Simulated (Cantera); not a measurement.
Input: 1 mol CH2F2, 0.049 mol H2, equilibrated at 0.100 bar.

Equilibrium computed with Cantera from the NASA thermochemical tables; the gas is ideal and each condensed phase is pure. Candidate condensed phases: C, C6H6, C7H8, C8H18; 110 gas species. Ions and electrons are included (thermal ionisation). The numbers say what is thermodynamically allowed, not how fast it happens.

Task: At 3000 K, list the 4 most abundant gas species with their mole fractions, and the condensed phases.

Result: HF 0.901, H 0.0523, F 0.0266, H2 0.0110. Condensed: C(graphite).
